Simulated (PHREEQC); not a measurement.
0.055 g of hydrous ferric oxide (600 m²/g; 0.2 weak and 0.005 strong sites per Fe, Dzombak-Morel constants, diffuse double layer) in 1 kg of water with 0.3 mol/kgw of an inert sodium salt and 7e-07 mol ZnCl2, at 25 °C; the pH is set by adding NaOH or the inert anion's acid. Oxygen alone is held at its pressure in air (log pO2 = -0.68). No CO2 enters from the air. Nothing may precipitate in this run.

All values are PHREEQC results (ion-association model, wateq4f.dat), not measurements.

**Question.** Predict surface charge σ (C/m²), surface potential ψ (mV) at pH = 4.5, 8.5, 9.5.

**Answer.** 
```tsv
pH	surface charge σ (C/m²)	surface potential ψ (mV)
4.5	0.318	118
8.5	-0.021	-16
9.5	-0.086	-57
```
